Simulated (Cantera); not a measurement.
Standard-state values (1 bar) from the NASA 1993 polynomials, evaluated with Cantera. Values are per mole of reaction as written; species without (g) are pure solids or liquids, kept so even where they would boil at 1 bar.

### Question
Between 2450 and 2700 K, where is each reaction favourable under standard conditions?
- 2 H2(g) + TaO2(g) ⇌ 2 H2O(g) + Ta

### Answer
- 2 H2(g) + TaO2(g) ⇌ 2 H2O(g) + Ta: ΔG° is 41 kJ at 2450 K and 74 kJ at 2700 K; it stays positive (K < 1). ΔH° is -279 kJ and ΔS° -131 J/K at 2700 K.
